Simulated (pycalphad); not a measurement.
Computed with pycalphad from the COST 507 light-alloy database (1999), at 1 atm. These are 1990s assessments: newer ones move some temperatures and phases.

Molar enthalpy of Al-4.437Mn-11.79Si (wt.%) in equilibrium (SER reference):

```json
[
 {"T (°C)": "1577", "H (kJ/mol)": "59.07", "phases": "LIQUID"},
 {"T (°C)": "1497", "H (kJ/mol)": "56.54", "phases": "LIQUID"},
 {"T (°C)": "1417", "H (kJ/mol)": "54.02", "phases": "LIQUID"},
 {"T (°C)": "1337", "H (kJ/mol)": "51.49", "phases": "LIQUID"},
 {"T (°C)": "1257", "H (kJ/mol)": "48.96", "phases": "LIQUID"},
 {"T (°C)": "1177", "H (kJ/mol)": "46.43", "phases": "LIQUID"},
 {"T (°C)": "1097", "H (kJ/mol)": "43.91", "phases": "LIQUID"},
 {"T (°C)": "1017", "H (kJ/mol)": "41.39", "phases": "LIQUID"},
 {"T (°C)": "937", "H (kJ/mol)": "38.87", "phases": "LIQUID"},
 {"T (°C)": "857", "H (kJ/mol)": "36.36", "phases": "LIQUID"},
 {"T (°C)": "777", "H (kJ/mol)": "33.86", "phases": "LIQUID"},
 {"T (°C)": "737", "H (kJ/mol)": "32.61", "phases": "LIQUID"},
 {"T (°C)": "697", "H (kJ/mol)": "30.42", "phases": "LIQUID + ALMNSI_ALPHA"},
 {"T (°C)": "617", "H (kJ/mol)": "26.23", "phases": "LIQUID + ALMNSI_ALPHA"},
 {"T (°C)": "537", "H (kJ/mol)": "11.40", "phases": "FCC_A1 + ALMNSI_ALPHA + DIAMOND_A4"},
 {"T (°C)": "497", "H (kJ/mol)": "10.07", "phases": "FCC_A1 + ALMNSI_ALPHA + DIAMOND_A4"},
 {"T (°C)": "457", "H (kJ/mol)": "8.79", "phases": "FCC_A1 + ALMNSI_ALPHA + DIAMOND_A4"},
 {"T (°C)": "377", "H (kJ/mol)": "6.37", "phases": "FCC_A1 + ALMNSI_ALPHA + DIAMOND_A4"},
 {"T (°C)": "297", "H (kJ/mol)": "4.09", "phases": "FCC_A1 + ALMNSI_ALPHA + DIAMOND_A4"}
]
```

Cooling from 737 °C to 537 °C, across the freezing range, releases 21.2 kJ/mol, or 765 J/g. The slope is 31 J/(mol K) in the liquid and 33 J/(mol K) just below the solidus, where it includes any heat of precipitation. Liquidus 717 °C, solidus 576 °C. Changes were sought between steps of 40 K, so a narrower field can be missed.

Database names, with the compositions (at.%) that they take in these runs: ALMNSI_ALPHA: Al 70 Mn 17 Si 12. FCC_A1 is fcc; DIAMOND_A4 is diamond (Si).
